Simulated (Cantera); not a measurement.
Charge: 1 mol AlN, 1.8 mol H₂, held at 1850 °C and 190 Pa.

Method: chemical equilibrium by Gibbs-energy minimisation in Cantera with the NASA 1993 tables (ideal gas, pure condensed phases). Candidate condensed phases: Al, AlN; 13 gas species. The numbers say what is thermodynamically allowed, not how fast it happens.

Task: What is the equilibrium state?

Result: 
```
Property                              Value
--------------------------------  ---------
x(H₂)                                 0.500
x(Al)                                 0.292
x(N₂)                                 0.147
x(H)                                 0.0583
x(AlH)                              0.00195
x(Al₂)                              2.71e-5
gas amount                        3.395 mol
log10 activity of Al(l) (absent)      -1.49
```
